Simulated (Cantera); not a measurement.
An isothermal, constant-pressure homogeneous reactor starts with CH4 : H2 : N2 = 0.012 : 1 : 0.0039 (molar parts), at 2375 K and 13300 Pa.

Model: GRI-Mech 3.0 (53 species, 325 reactions), integrated in Cantera. GRI-Mech 3.0 stops at C3 and has no aromatics, soot or wall deposition, so with more carbon than oxygen in the feed, carbon stays in small species such as C2H2 where larger ones or solid carbon would form.

x: mole fraction; the columns are a selection and need not sum to one.

```tsv
t (s)	x CH4	x H2	x C2H6	x H	x C2H	x C2H4	x HCN
0.000300	0.00834	0.972	6.73e-7	0.0134	4.18e-7	3.21e-5	2.03e-8
0.000715	0.00434	0.966	2.89e-7	0.0209	3.18e-6	1.88e-5	1.96e-7
0.00170	?	0.963	?	?	?	?	?
0.00405	0.000358	0.960	2.77e-9	0.0302	9.27e-6	1.23e-6	1.44e-6
0.00965	0.000104	0.957	2.57e-10	0.0337	1.08e-5	9.38e-7	2.19e-6
0.0230	?	0.954	3.61e-11	0.0367	1.18e-5	8.61e-7	?
0.0548	2.26e-5	0.953	1.50e-11	0.0379	1.23e-5	8.36e-7	4.01e-6
0.130	2.16e-5	0.953	1.39e-11	0.0380	1.23e-5	8.34e-7	6.12e-6
0.311	2.16e-5	0.953	1.39e-11	0.0380	1.23e-5	8.34e-7	1.11e-5
0.740	2.16e-5	0.953	1.38e-11	0.0380	1.23e-5	8.33e-7	2.29e-5
1.76	2.16e-5	0.953	1.38e-11	0.0380	1.22e-5	8.31e-7	5.07e-5
4.20	2.15e-5	0.953	1.37e-11	0.0380	1.22e-5	8.26e-7	0.000115
10.0	2.14e-5	0.953	1.36e-11	0.0380	1.20e-5	8.16e-7	0.000260
```

Q: Complete the blanks.

A: 
- 0.00170, x CH4: 0.00133
- 0.00170, x C2H6: 3.36e-8
- 0.00170, x H: 0.0261
- 0.00170, x C2H: 6.95e-6
- 0.00170, x C2H4: 3.62e-6
- 0.00170, x HCN: 7.16e-7
- 0.0230, x CH4: 3.68e-5
- 0.0230, x HCN: 2.98e-6
